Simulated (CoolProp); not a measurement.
Hydrogen chloride along the isotherm 74.75 °C: Z from the reference equation and from simpler models built on Tc = 51.5 °C, pc = 83.14 bar, ω = 0.130; each cubic takes its own stable root.

Values from CoolProp's reference Helmholtz-energy equation of state, Thol 2018.

```json
[
 {"p (bar)": "13", "phase": "gas", "reference": "0.9517", "Redlich-Kwong": "0.9553", "Soave-Redlich-Kwong": "0.9561", "Peng-Robinson": "0.9506"},
 {"p (bar)": "26", "phase": "gas", "reference": "0.9013", "Redlich-Kwong": "0.9081", "Soave-Redlich-Kwong": "0.9100", "Peng-Robinson": "0.8992"},
 {"p (bar)": "39", "phase": "gas", "reference": "0.8483", "Redlich-Kwong": "0.8579", "Soave-Redlich-Kwong": "0.8610", "Peng-Robinson": "0.8453"},
 {"p (bar)": "52", "phase": "gas", "reference": "0.7919", "Redlich-Kwong": "0.8038", "Soave-Redlich-Kwong": "0.8085", "Peng-Robinson": "0.7882"},
 {"p (bar)": "64.9", "phase": "gas", "reference": "0.7317", "Redlich-Kwong": "0.7452", "Soave-Redlich-Kwong": "0.7519", "Peng-Robinson": "0.7276"},
 {"p (bar)": "77.9", "phase": "gas", "reference": "0.6652", "Redlich-Kwong": "0.6791", "Soave-Redlich-Kwong": "0.6889", "Peng-Robinson": "0.6612"},
 {"p (bar)": "90.9", "phase": "supercritical", "reference": "0.5904", "Redlich-Kwong": "0.6030", "Soave-Redlich-Kwong": "0.6178", "Peng-Robinson": "0.5880"},
 {"p (bar)": "104", "phase": "supercritical", "reference": "0.5024", "Redlich-Kwong": "0.5129", "Soave-Redlich-Kwong": "0.5364", "Peng-Robinson": "0.5063"},
 {"p (bar)": "117", "phase": "supercritical", "reference": "0.4012", "Redlich-Kwong": "0.4277", "Soave-Redlich-Kwong": "0.4570", "Peng-Robinson": "0.4288"},
 {"p (bar)": "130", "phase": "supercritical", "reference": "0.3340", "Redlich-Kwong": "0.3909", "Soave-Redlich-Kwong": "0.4130", "Peng-Robinson": "0.3844"},
 {"p (bar)": "143", "phase": "supercritical", "reference": "0.3187", "Redlich-Kwong": "0.3850", "Soave-Redlich-Kwong": "0.4013", "Peng-Robinson": "0.3708"},
 {"p (bar)": "156", "phase": "supercritical", "reference": "0.3212", "Redlich-Kwong": "0.3906", "Soave-Redlich-Kwong": "0.4038", "Peng-Robinson": "0.3711"},
 {"p (bar)": "169", "phase": "supercritical", "reference": "0.3301", "Redlich-Kwong": "0.4012", "Soave-Redlich-Kwong": "0.4125", "Peng-Robinson": "0.3777"},
 {"p (bar)": "182", "phase": "supercritical", "reference": "0.3419", "Redlich-Kwong": "0.4143", "Soave-Redlich-Kwong": "0.4244", "Peng-Robinson": "0.3876"},
 {"p (bar)": "195", "phase": "supercritical", "reference": "0.3552", "Redlich-Kwong": "0.4289", "Soave-Redlich-Kwong": "0.4381", "Peng-Robinson": "0.3993"},
 {"p (bar)": "208", "phase": "supercritical", "reference": "0.3693", "Redlich-Kwong": "0.4443", "Soave-Redlich-Kwong": "0.4528", "Peng-Robinson": "0.4122"}
]
```
